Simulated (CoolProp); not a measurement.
A single-stage vapour-compression cycle with the fluid: evaporating at 279.15 K (dew point), condensing at 336.15 K (bubble point), superheat 8 K, subcooling 5 K, compressor efficiency 0.75, no pressure losses. The same conditions are run with several fluids, on thermodynamics alone (safety and materials aside).

Values from CoolProp's reference Helmholtz-energy equation of state of each fluid (n-perfluorohexane: Gao 2022; carbonyl sulfide: Lemmon 2006; c-C4F8 (RC318): Platzer 1990; n-pentane: Thol 2019; n-butane: Bücker 2006; R22: Kamei 1995). The equations of Platzer and Polt are older, rougher fits.

Problem. Rank n-perfluorohexane, carbonyl sulfide, c-C4F8 (RC318), n-pentane, n-butane, R22 by cooling COP, highest first.

Solution. n-pentane (3.00), n-butane (2.92), carbonyl sulfide (2.78), R22 (2.71), c-C4F8 (RC318) (2.40), n-perfluorohexane (2.37)

| fluid | pressure ratio | discharge temperature (K) | refrigerating effect (kJ/kg) | volumetric capacity (kJ/m³) |
|---|---|---|---|---|
| n-perfluorohexane | 10.3 | 336.2 | 49.2 | 83.8 |
| carbonyl sulfide | 3.82 | 402.3 | 198 | 4300 |
| c-C4F8 (RC318) | 5.57 | 336.1 | 59.4 | 856 |
| n-pentane | 7.32 | 343.7 | 271 | 266 |
| n-butane | 5.33 | 347.3 | 264 | 865 |
| R22 | 4.30 | 380.7 | 139 | 3400 |

The compression ends wet for: n-perfluorohexane; c-C4F8 (RC318).
